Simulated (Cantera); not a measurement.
A perfectly stirred reactor is fed with CH4 : H2 : O2 : N2 = 1 : 0.18 : 1.9 : 7.14 (molar parts), equivalence ratio 1.1, at 3750 Torr; it is adiabatic with a 350 K inlet, and is followed from long to short residence time, starting on the burning branch (τ in s: 0.024, 0.0093, 0.0036, 0.0014, 0.00053, 0.0002, 7.8e-05, 3e-05, 1.2e-05, 4.5e-06).

Computed with Cantera and GRI-Mech 3.0 (53 species, 325 reactions).

### Question
What does this change do: pressure from 3750 Torr to 12800 Torr?

### Answer
```
quantity                                                                      before                               after
------------------------------------------------  ----------------------------------  ----------------------------------
blow-out, bracketed by the residence times tried  burning at 78.0 µs, out at 30.0 µs  burning at 78.0 µs, out at 30.0 µs
x(CH4) at τ = 24.0 ms                                                        1.30e-5                             1.58e-5
x(H2) at τ = 24.0 ms                                                          0.0129                              0.0125
x(O2) at τ = 24.0 ms                                                        0.000464                            0.000148
x(HO2) at τ = 24.0 ms                                                        2.28e-7                             9.50e-8
x(N2O) at τ = 24.0 ms                                                        6.95e-8                             5.95e-8
x(CH4) at τ = 0.200 ms                                                      0.000233                            0.000268
x(H2) at τ = 0.200 ms                                                         0.0170                              0.0140
x(O2) at τ = 0.200 ms                                                        0.00648                             0.00339
x(HO2) at τ = 0.200 ms                                                       6.71e-6                             4.72e-6
x(N2O) at τ = 0.200 ms                                                       2.09e-7                             2.56e-7
```
The pressure lies above the range GRI-Mech 3.0 was tuned for (to about 10 atm).
